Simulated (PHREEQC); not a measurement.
Consider water at 20 °C with 0.011 mol KOH, 3.7e-05 mol Na2SiO3 and 0.071 mol Na2CO3 per kg of water. Closed to the air; pH follows from the charge balance.

Equilibrium calculation in PHREEQC: ion-association model, wateq4f.dat.

This is a speciation only: nothing precipitates in the calculation.

**Question.** What pH, ionic strength does the model give?

**Answer.** pH 12.09; ionic strength 0.174 mol/kgw.

**Question.** In which forms is C present?

**Answer.** CO3-2 64 %, NaCO3- 35 %, HCO3- 0.5 % of the C.
